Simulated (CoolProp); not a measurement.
The numbers come from the reference Helmholtz-energy equation of state, Lemmon 2013 in CoolProp.

Task: For propylene, give the phase and the cp (kJ/(kg K)), speed of sound (m/s), Joule-Thomson coefficient (K/MPa), viscosity (µPa s) at 466.2 K and 101 kPa.

Result: 
- 466.2 K and 101 kPa: gas; cp 2.15, speed of sound 318, Joule-Thomson coefficient 4.97, viscosity 13.2

Viscosity comes from a separate model (Huber 2003), an estimate that may be off by 10 % or more.
